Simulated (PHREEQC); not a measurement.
Consider water at 40 °C with 78 mmol/kgw NH4HS. Closed to the air; pH follows from the charge balance.

Equilibrium calculation in PHREEQC: ion-association model, wateq4f.dat.

```
quantity        before     after
-------------  -------  --------
pH                7.78      7.79
NH3 (mol/kgw)  0.00545  0.000627
```

Question: Which change was made?
A. 0.002 mol/kgw CsI added
B. NH4HS replaced by NH4HSO4 at the same molality
C. NH4HS replaced by NH4Cl at the same molality
D. NH4HS from 0.078 to 0.0078 mol/kgw
E. diluted 5-fold with water

Answer: D, NH4HS from 0.078 to 0.0078 mol/kgw

This is a speciation only: nothing precipitates in the calculation. Constants without temperature data keep their 25 °C values here.
